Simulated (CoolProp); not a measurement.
The fluid at 298.15 K and 0.204 MPa is compressed adiabatically to 0.964 MPa with isentropic efficiency 0.9. The same conditions are run with several fluids, on thermodynamics alone (safety and materials aside).

Values from CoolProp's reference Helmholtz-energy equation of state of each fluid (c-C4F8 (RC318): Platzer 1990; ammonia: Gao 2020; R124: de Vries 1995; hydrogen chloride: Thol 2018; ethane: Bücker 2006). The equations of Platzer and Polt are older, rougher fits.

| fluid | work (kJ/kg) | final temperature (K) | final phase | final density (kg/m³) |
|---|---|---|---|---|
| c-C4F8 (RC318) | 19.3 | 338.8 | two-phase, vapour fraction 0.940 | 94.4 |
| ammonia | 294 | 434.3 | gas | 4.66 |
| R124 | 30.3 | 349.4 | gas | 54.0 |
| hydrogen chloride | 146 | 482.9 | gas | 8.86 |
| ethane | 157 | 383.7 | gas | 9.39 |
